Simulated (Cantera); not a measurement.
**Thermodynamics of fluorocarbon and chlorocarbon gases, feed CCl4 + HCl + H2**

Feed: 1 mol CCl4, 0.13 mol HCl, a varied amount of H2, at 2975 K and 5.40 Pa.

Equilibrium computed with Cantera from the NASA thermochemical tables; the gas is ideal and each condensed phase is pure. Candidate condensed phases: C, C6H6, C7H8, C8H18; 91 gas species. Rates play no part.

```json
[
 {"n(H2) (mol)": "1.4", "log p H": "-4.70", "log p Cl": "-4.55", "log p C": "-5.31", "log p C3": "-6.37", "log p C2": "-6.45", "log p H2": "-7.73"},
 {"n(H2) (mol)": "3", "log p H": "-4.53", "log p Cl": "-4.70", "log p C": "-5.42", "log p C3": "-6.69", "log p C2": "-6.66", "log p H2": "-7.39"},
 {"n(H2) (mol)": "4.7", "log p H": "-4.45", "log p Cl": "-4.82", "log p C": "-5.51", "log p C3": "-6.96", "log p C2": "-6.84", "log p H2": "-7.24"},
 {"n(H2) (mol)": "6.4", "log p H": "-4.41", "log p Cl": "-4.91", "log p C": "-5.58", "log p C3": "-7.18", "log p C2": "-6.99", "log p H2": "-7.15"},
 {"n(H2) (mol)": "8", "log p H": "-4.39", "log p Cl": "-4.98", "log p C": "-5.65", "log p C3": "-7.36", "log p C2": "-7.11", "log p H2": "-7.10"},
 {"n(H2) (mol)": "9.7", "log p H": "-4.37", "log p Cl": "-5.04", "log p C": "-5.70", "log p C3": "-7.53", "log p C2": "-7.22", "log p H2": "-7.07"},
 {"n(H2) (mol)": "11", "log p H": "-4.36", "log p Cl": "-5.09", "log p C": "-5.74", "log p C3": "-7.65", "log p C2": "-7.30", "log p H2": "-7.05"},
 {"n(H2) (mol)": "13", "log p H": "-4.35", "log p Cl": "-5.15", "log p C": "-5.79", "log p C3": "-7.81", "log p C2": "-7.41", "log p H2": "-7.02"},
 {"n(H2) (mol)": "15", "log p H": "-4.34", "log p Cl": "-5.20", "log p C": "-5.84", "log p C3": "-7.95", "log p C2": "-7.50", "log p H2": "-7.00"}
]
```
log p: log10 of the partial pressure in bar; nothing condenses.

From 1.4 mol H2 to 15 mol H2 nothing is condensed. The main C-bearing gas is C throughout.
